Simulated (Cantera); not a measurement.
An isothermal, constant-pressure homogeneous reactor starts with NO : N2 = 1 : 2.5 (molar parts), at 1648 K and 750 Torr. Integrator tolerance rtol = 1e-08.

Computed with Cantera and GRI-Mech 3.0 (53 species, 325 reactions).

Q: What does this change do: N2 2.5 to 9.1 parts?

A: 
```tsv
quantity	before	after
x(NO) at 10.0 s	0.217 (gas-phase equilibrium 0.00203)	0.0892 (gas-phase equilibrium 0.00126)
x(N2) at 10.0 s	0.748 (gas-phase equilibrium 0.856)	0.906 (gas-phase equilibrium 0.950)
x(N2O) at 10.0 s	1.78e-5 (gas-phase equilibrium 1.25e-7)	3.05e-6 (gas-phase equilibrium 8.16e-8)
x(O2) at 10.0 s	0.0339 (gas-phase equilibrium 0.142)	0.00484 (gas-phase equilibrium 0.0489)
x(NO2) at 10.0 s	0.000316 (gas-phase equilibrium 5.93e-6)	5.13e-5 (gas-phase equilibrium 2.15e-6)
x(O) at 10.0 s	4.85e-6 (gas-phase equilibrium 9.59e-6)	1.92e-6 (gas-phase equilibrium 5.63e-6)
```

Q: What does this change do: NO 1 to 1.6 parts?

A: 
| quantity | before | after |
|---|---|---|
| x(NO) at 10.0 s | 0.217 (gas-phase equilibrium 0.00203) | 0.273 (gas-phase equilibrium 0.00231) |
| x(N2) at 10.0 s | 0.748 (gas-phase equilibrium 0.856) | 0.668 (gas-phase equilibrium 0.804) |
| x(N2O) at 10.0 s | 1.78e-5 (gas-phase equilibrium 1.25e-7) | 2.79e-5 (gas-phase equilibrium 1.37e-7) |
| x(O2) at 10.0 s | 0.0339 (gas-phase equilibrium 0.142) | 0.0581 (gas-phase equilibrium 0.194) |
| x(NO2) at 10.0 s | 0.000316 (gas-phase equilibrium 5.93e-6) | 0.000516 (gas-phase equilibrium 7.86e-6) |
| x(O) at 10.0 s | 4.85e-6 (gas-phase equilibrium 9.59e-6) | 6.30e-6 (gas-phase equilibrium 1.12e-5) |

Q: What does this change do: N2 2.5 to 0.31 parts?

A: 
```csv
quantity,before,after
x(NO) at 10.0 s,0.217 (gas-phase equilibrium 0.00203),0.416 (gas-phase equilibrium 0.00283)
x(N2) at 10.0 s,0.748 (gas-phase equilibrium 0.856),0.410 (gas-phase equilibrium 0.617)
x(N2O) at 10.0 s,1.78e-5 (gas-phase equilibrium 1.25e-7),6.34e-5 (gas-phase equilibrium 1.48e-7)
x(O2) at 10.0 s,0.0339 (gas-phase equilibrium 0.142),0.173 (gas-phase equilibrium 0.380)
x(NO2) at 10.0 s,0.000316 (gas-phase equilibrium 5.93e-6),0.00134 (gas-phase equilibrium 1.35e-5)
x(O) at 10.0 s,4.85e-6 (gas-phase equilibrium 9.59e-6),1.08e-5 (gas-phase equilibrium 1.57e-5)
```
